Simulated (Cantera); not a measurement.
A Cantera script and what it prints.

```python
import numpy as np
import cantera as ct

gas_names = """
    O3 NbO2
""".split()
cond_names = """
    Nb(cr) Nb(L)
""".split()


# ... load() reads the species with a 1 bar reference pressure and builds the phases ...
species = {s.name: s for s in load("nasa_gas.yaml", gas_names) + load("nasa_condensed.yaml", cond_names)}
# Each term lists the table entries of one substance; the one whose range holds T is used.
reactions = {
    '2 O3(g) + 3 Nb = 3 NbO2(g)':
        [(-2, ['O3']), (-3, ['Nb(cr)', 'Nb(L)']), (3, ['NbO2'])],
}


def pick(names, T):
    return next(species[n] for n in names if species[n].thermo.min_temp <= T <= species[n].thermo.max_temp)


results = []
for label, terms in reactions.items():
    print(label)
    print("     T/K   dH/kJ  dS/(J/K)   dG/kJ   log10 K")
    for T in [300, 700, 750, 800, 850, 900]:
        used = [(nu, pick(names, T)) for nu, names in terms]
        dH = sum(nu * s.thermo.h(T) for nu, s in used) / 1e6
        dS = sum(nu * s.thermo.s(T) for nu, s in used) / 1e3
        dG = dH - T * dS / 1e3
        logK = -dG * 1e6 / (ct.gas_constant * T * np.log(10))
        results.append((label, T, dH, dS, dG, logK, [s.name for _, s in used]))
        print(f"{T:8g} {dH:8.1f} {dS:8.1f} {dG:8.1f} {logK:8.2f}")
```

It prints:

```
2 O3(g) + 3 Nb = 3 NbO2(g)
     T/K   dH/kJ  dS/(J/K)   dG/kJ   log10 K
     300   -883.6    231.2   -953.0   165.93
     700   -892.5    212.6  -1041.3    77.70
     750   -893.7    210.9  -1051.9    73.26
     800   -895.0    209.2  -1062.4    69.37
     850   -896.3    207.7  -1072.8    65.93
     900   -897.7    206.1  -1083.2    62.86
```

Cantera with NASA thermochemical tables; ideal gases at 1 bar, condensed phases pure. Condensed species are held in their standard states even where they would react or evaporate.
